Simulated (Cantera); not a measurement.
A perfectly stirred reactor is fed with CH4 : O2 : N2 : H2O = 1 : 1.33 : 5.01 : 0.2 (molar parts), equivalence ratio 1.5, at 750000 Pa; it is adiabatic with a 350 K inlet, and is followed from long to short residence time, starting on the burning branch (τ in s: 0.024, 0.01, 0.0044, 0.0019, 0.00081, 0.00034, 0.00015, 6.3e-05, 2.7e-05, 1.1e-05).

Cantera simulation using GRI-Mech 3.0 (53 species, 325 reactions); the numbers are that mechanism's predictions, not measurements.

**Question.** Predict: blow-out, bracketed by the residence times tried; x(CH4) at τ = 24.0 ms; x(O2) at τ = 24.0 ms; x(H2O) at τ = 24.0 ms; x(NO) at τ = 24.0 ms; x(CH2) at τ = 24.0 ms; x(CH4) at τ = 0.340 ms; x(O2) at τ = 0.340 ms; x(H2O) at τ = 0.340 ms.

**Answer.** blow-out, bracketed by the residence times tried: burning at 0.810 ms, out at 0.340 ms
x(CH4) at τ = 24.0 ms: 0.00518
x(O2) at τ = 24.0 ms: 0.000558
x(H2O) at τ = 24.0 ms: 0.194
x(NO) at τ = 24.0 ms: 3.78e-6
x(CH2) at τ = 24.0 ms: 3.88e-7
x(CH4) at τ = 0.340 ms: 0.133
x(O2) at τ = 0.340 ms: 0.176
x(H2O) at τ = 0.340 ms: 0.0265
